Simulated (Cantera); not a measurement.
Charge: 1 mol Pb, 19 mol H2, equilibrated at 950 K and 0.220 bar.

These are equilibrium values from Cantera (NASA tables, ideal gas, pure condensed phases), not measurements of a reactor. Candidate condensed phases: Pb; 4 gas species. Equilibrium is a limit: real reactors are often held back by kinetics, nucleation or transport.

Base state: H2 1.000, Pb 2.29e-5 (mole fractions); condensed: Pb(l).

Q: What changes in the equilibrium state with this change: temperature from 950 K to 1298 K?

A: 
```tsv
species	before	after
H2	1.000	0.988
Pb	2.29e-5	0.0116
Pb(l), mol	1.000	0.777
```
